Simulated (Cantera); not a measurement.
Charge: 1 mol Cu2O, 2.9 mol CO, 0.15 mol H2, held at 0.000240 bar.

Equilibrium computed with Cantera from the NASA thermochemical tables; the gas is ideal and each condensed phase is pure. Candidate condensed phases: C, C6H6, C7H8, C8H18, Cu, CuO, Cu(OH)2, Cu2O, H2O; 113 gas species. The numbers say what is thermodynamically allowed, not how fast it happens.

Q: Which condensed phases are stable at each of these points (T (°C)): 977, 1077, 1177, 1277, 1377, 1477, 1577, 1677, 1777, 1877?

A: 
```json
[
 {"T (°C)": "977", "condensed phases": "Cu(s)", "Cu condensed (%)": "100.0"},
 {"T (°C)": "1077", "condensed phases": "Cu(s)", "Cu condensed (%)": "99.7"},
 {"T (°C)": "1177", "condensed phases": "Cu(l)", "Cu condensed (%)": "97.8"},
 {"T (°C)": "1277", "condensed phases": "Cu(l)", "Cu condensed (%)": "87.2"},
 {"T (°C)": "1377", "condensed phases": "Cu(l)", "Cu condensed (%)": "21.8"},
 {"T (°C)": "1477", "condensed phases": "gas only", "Cu condensed (%)": "0.0"},
 {"T (°C)": "1577", "condensed phases": "gas only", "Cu condensed (%)": "0.0"},
 {"T (°C)": "1677", "condensed phases": "gas only", "Cu condensed (%)": "0.0"},
 {"T (°C)": "1777", "condensed phases": "gas only", "Cu condensed (%)": "0.0"},
 {"T (°C)": "1877", "condensed phases": "gas only", "Cu condensed (%)": "0.0"}
]
```

From 977 °C to 1077 °C the condensed part is Cu(s). From 1177 °C to 1377 °C the condensed part is Cu(l). From 1477 °C to 1877 °C nothing is condensed.
